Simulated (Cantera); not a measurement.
Cantera run, input and output.

```python
import numpy as np
import cantera as ct

surf = ct.Interface("ptcombust.yaml", "Pt_surf")
gas = surf.adjacent["gas"]
gas.TPX = 1073, 130000, {'CH4': 0.023, 'O2': 0.012, 'N2': 0.79, 'H2O': 0.016}
surf.TP = 1073, 130000
reactor = ct.FlowReactor(gas, clone=False)
reactor.area = 0.0001  # m2
reactor.surface_area_to_volume_ratio = 1000  # 1/m
reactor.mass_flow_rate = 1.7 * reactor.area * gas.density  # inlet velocity 1.7 m/s
reactor.energy_enabled = False
wall = ct.ReactorSurface(surf, reactor, clone=False)
net = ct.ReactorNet([reactor])
net.rtol, net.atol = 1e-8, 1e-16
show, cover = ['CH4', 'O2', 'H2O', 'CO2', 'CO'], ['PT(S)', 'H(S)', 'O(S)', 'OH(S)', 'CO(S)', 'C(S)']

rows = []
print(f"{'z/m':>9s}{'u/(m/s)':>9s}" + "".join(f"{s:>13s}" for s in show + cover))
for z in [0.00088, 0.0016, 0.0028, 0.0049, 0.0088, 0.016, 0.028, 0.049, 0.088]:
    net.advance(z)
    rows.append([reactor.speed, *gas[show].X, *surf[cover].coverages])
    print(f"{z:9.4g}{rows[-1][0]:9.3g}" + "".join(f"{x:13.4e}" for x in rows[-1][1:]))
```

It prints:

```
      z/m  u/(m/s)          CH4           O2          H2O          CO2           CO        PT(S)         H(S)         O(S)        OH(S)        CO(S)         C(S)
  0.00088     1.71   1.7727e-02   3.3173e-03   3.1086e-02   5.9641e-05   9.3436e-03   3.4038e-01   3.1238e-03   4.3466e-07   2.3752e-06   2.9410e-02   6.2708e-01
   0.0016     1.72   1.6504e-02   2.4501e-03   3.1566e-02   5.9905e-05   1.0525e-02   2.4045e-01   2.9227e-03   1.5415e-07   1.2145e-06   1.6487e-02   7.4013e-01
   0.0028     1.72   1.5635e-02   1.9004e-03   3.1774e-02   5.9959e-05   1.1363e-02   1.7176e-01   2.6521e-03   6.1068e-08   6.6548e-07   9.0687e-03   8.1651e-01
   0.0049     1.72   1.4968e-02   1.5152e-03   3.1859e-02   5.9952e-05   1.2005e-02   1.2279e-01   2.3623e-03   2.5358e-08   3.7523e-07   4.8913e-03   8.6995e-01
   0.0088     1.72   1.4426e-02   1.2256e-03   3.1881e-02   5.9926e-05   1.2526e-02   8.6874e-02   2.0701e-03   1.0559e-08   2.1169e-07   2.5523e-03   9.0850e-01
    0.016     1.72   1.3992e-02   1.0081e-03   3.1868e-02   5.9897e-05   1.2943e-02   6.1370e-02   1.7966e-03   4.4714e-09   1.2069e-07   1.3153e-03   9.3552e-01
    0.028     1.72   1.3664e-02   8.5301e-04   3.1841e-02   5.9873e-05   1.3258e-02   4.4525e-02   1.5669e-03   2.0489e-09   7.2440e-08   7.0881e-04   9.5320e-01
    0.049     1.72   1.3395e-02   7.3103e-04   3.1808e-02   5.9853e-05   1.3516e-02   3.2412e-02   1.3627e-03   9.5499e-10   4.3972e-08   3.8277e-04   9.6584e-01
    0.088     1.72   1.3163e-02   6.2932e-04   3.1772e-02   5.9837e-05   1.3739e-02   2.3316e-02   1.1748e-03   4.3566e-10   2.6324e-08   2.0128e-04   9.7531e-01
```

Model: Deutschmann's 1995 Pt surface mechanism with GRI-Mech 3.0 gas chemistry, integrated in Cantera. Catalytic surfaces can have several steady states; this one follows from the mechanism file's or the stated starting coverage. Mass transfer to the wall is taken as infinitely fast.
